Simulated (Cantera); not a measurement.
A closed system holds: 1 mol Ti, 0.0012 mol O2, 3.4 mol H2, a varied amount of H2O, at 0.000190 bar.

Equilibrium computed with Cantera from the NASA thermochemical tables; the gas is ideal and each condensed phase is pure. Candidate condensed phases: H2O, Ti, TiO, TiO2, Ti2O3, Ti3O5, Ti4O7; 12 gas species. Each liquid is taken as pure. Mutual solubility and eutectic melting of coexisting phases are not modelled. TiO: taken at fixed stoichiometry. Condensed phases not in the tables: Magnéli phases beyond Ti4O7, N, O or C dissolved in the metal. Equilibrium is a limit: real reactors are often held back by kinetics, nucleation or transport.

Stable condensed phases, one row left out:

```
T in K \ n(H2O) in mol
         0.011 0.024 0.051  0.11  0.23  0.49     1   2.2   4.8
   2048      A     A     B     B     B     B     C     D     D
   1998      A     B     B     B     B     B     C     D     E
   1898      B     B     B     B     B     B     C     D     E
   1848      B     B     B     B     B     B     C     D     E
   1798      B     B     B     B     B     B     C     D     E
   1748      B     B     B     B     B     B     C     F     E
   1698      B     B     B     B     B     B     C     F     E
   1648      B     B     B     B     B     B     C     F     E
   1598      B     B     B     B     B     B     C     E     E
   1548      B     B     B     B     B     B     C     E     E
   1498      B     B     B     B     B     B     C     E     E
   1448      B     B     B     B     B     B     C     E     E
```

A: Ti; B: Ti + TiO; C: TiO + Ti2O3; D: Ti4O7; E: TiO2; F: TiO2 + Ti4O7.

Q: Give the row for 1948 K.

A: 0.011: Ti + TiO; 0.024: Ti + TiO; 0.051: Ti + TiO; 0.11: Ti + TiO; 0.23: Ti + TiO; 0.49: Ti + TiO; 1: TiO + Ti2O3; 2.2: Ti3O5 + Ti4O7; 4.8: TiO2.
